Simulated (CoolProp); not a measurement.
Saturation properties of sulfur dioxide (Tc = 430.6 K, pc = 7.887 MPa, ω = 0.256).

Model: reference Helmholtz-energy equation of state, Gao 2016, in CoolProp.

| T (K) | p (MPa) | liquid density (kg/m³) | liquid cp (kJ/(kg K)) | vapour Z | surface tension (mN/m) |
|---|---|---|---|---|---|
| 276.7 | 0.1794 | 1426 | 1.369 | 0.9591 | 25.8 |
| 286.3 | 0.2589 | 1400 | 1.378 | 0.9477 | 24.0 |
| 296 | 0.3647 | 1373 | 1.390 | 0.9342 | 22.1 |
| 305.6 | 0.4997 | 1346 | (withheld) | 0.9189 | 20.2 |
| 315.3 | 0.6718 | 1317 | 1.423 | 0.9013 | (withheld) |
| 325 | 0.8857 | 1287 | 1.447 | 0.8814 | 16.5 |
| 334.6 | 1.144 | 1257 | 1.476 | 0.8593 | 14.7 |
| 344.3 | 1.459 | 1224 | 1.513 | 0.8345 | 12.8 |
| 353.9 | 1.831 | 1190 | 1.560 | 0.8070 | 11.0 |
| 363.6 | 2.272 | 1153 | 1.621 | 0.7762 | 9.25 |
| 373.2 | 2.783 | 1113 | (withheld) | 0.7421 | 7.49 |
| 382.9 | 3.381 | 1069 | 1.816 | 0.7035 | 5.75 |
| 392.5 | 4.062 | 1020 | (withheld) | 0.6600 | 4.06 |
| 402.2 | 4.851 | 962.3 | (withheld) | 0.6090 | 2.40 |
| 411.8 | (withheld) | 892.8 | (withheld) | 0.5480 | (withheld) |

Some entries are withheld; supply them.


- 305.6, liquid cp (kJ/(kg K)): 1.404
- 315.3, surface tension (mN/m): 18.3
- 373.2, liquid cp (kJ/(kg K)): 1.701
- 392.5, liquid cp (kJ/(kg K)): 1.985
- 402.2, liquid cp (kJ/(kg K)): 2.270
- 411.8, p (MPa): 5.742
- 411.8, liquid cp (kJ/(kg K)): 2.843
- 411.8, surface tension (mN/m): 0.854

It boils at 263.1 K under 1 atm.

Surface tension comes from a separate correlation (Mulero 2012).
